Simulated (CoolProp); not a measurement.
A Linde-Hampson liquefier for dry air: isothermal reversible compression at 300 K from 1 atm to 15 MPa, throttling to 1 atm, return gas leaving the recuperator 0 K below the feed. Each further row changes one setting.

Model: reference Helmholtz-energy equation of state, Lemmon 2000, in CoolProp. It is a pseudo-pure fit of the blend.

| case | liquid yield per pass | compression work (kJ/kg of gas) |
|---|---|---|
| as stated | 0.066 | 429 |
| high pressure 30 MPa | 0.099 | 491 |
| warm-end temperature 330 K | 0.049 | 474 |
| warm-end gap 5 K | 0.055 | 429 |
